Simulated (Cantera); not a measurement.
Cantera run:

```python
import numpy as np
import cantera as ct

gas_names = """
    AL ALCL ALCL2 ALCL3 ALN AL2 AL2CL6 CL CL2 N N2
""".split()
cond_names = """
    AL(cr) AL(L) ALCL3(s) ALCL3(L) ALN(s)
""".split()


# ... load() reads the species with a 1 bar reference pressure and builds the phases ...
atoms = {
    'AlCl3': {'AL': 1, 'CL': 3},
    'N2': {'N': 2},
}
top_T = {'ALN(s)': 2750}  # K; cautious upper limits of use, not melting points


# ... equilibrate(T, P, feed) seeds the gas with the atoms and calls Mixture.equilibrate('TP', solver="vcs", rtol=1e-11, max_steps=5000) ...
results = []
feed = {'AlCl3': 1, 'N2': 8.1}  # mol
P = 62  # Pa
for T in [798, 873, 948, 1023, 1098, 1173, 1248, 1323, 1398, 1473, 1548, 1623, 1698, 1773]:
    mix = equilibrate(T, P, feed)
    results.append((T, P, feed, dict(zip(mix.species_names, mix.species_moles))))

top = {s: max(r[3][s] / sum(r[3][g] for g in gas_names) for r in results) for s in gas_names}
cols = sorted((s for s in top if top[s] > 1e-06), key=lambda s: -top[s])[:7]
seen = [c for c in cond_names if any(r[3].get(c, 0) > 1e-12 for r in results)]
print("log10 of partial pressures in bar; condensed amounts in mol")
print(f"{'T/K':>10s}" + "".join(f"{s[:9]:>10s}" for s in cols + seen))
for T, P, feed, n in results:
    ng = sum(n[g] for g in gas_names)
    print(f"{T:10.4g}" + "".join(f"{np.log10(max(n[s] / ng * P / 1e5, 1e-99)):10.3f}" for s in cols)
          + "".join(f"{n.get(c, 0):10.4g}" for c in seen))
```

Output:

```
log10 of partial pressures in bar; condensed amounts in mol
       T/K        N2     ALCL3        CL     ALCL2      ALCL    AL2CL6       CL2
       798    -3.258    -4.167   -12.351   -12.346   -17.422    -7.791   -14.602
       873    -3.258    -4.167   -11.154   -11.150   -15.444    -8.453   -13.600
       948    -3.258    -4.167   -10.146   -10.145   -13.777    -9.005   -12.760
      1023    -3.258    -4.167    -9.287    -9.287   -12.355    -9.471   -12.045
      1098    -3.258    -4.167    -8.545    -8.547   -11.127    -9.868   -11.430
      1173    -3.258    -4.167    -7.897    -7.903   -10.058   -10.212   -10.893
      1248    -3.258    -4.167    -7.325    -7.339    -9.121   -10.511   -10.418
      1323    -3.258    -4.168    -6.815    -6.843    -8.299   -10.774    -9.991
      1398    -3.258    -4.170    -6.353    -6.408    -7.577   -11.009    -9.601
      1473    -3.259    -4.174    -5.933    -6.027    -6.943   -11.224    -9.238
      1548    -3.260    -4.184    -5.547    -5.694    -6.389   -11.427    -8.900
      1623    -3.263    -4.206    -5.194    -5.408    -5.905   -11.634    -8.587
      1698    -3.268    -4.247    -4.874    -5.168    -5.482   -11.865    -8.306
      1773    -3.277    -4.326    -4.590    -4.980    -5.118   -12.156    -8.067
```

Method: chemical equilibrium by Gibbs-energy minimisation in Cantera with the NASA 1993 tables (ideal gas, pure condensed phases). The tables' values for AlCl2 are old estimates; treat these amounts as uncertain.
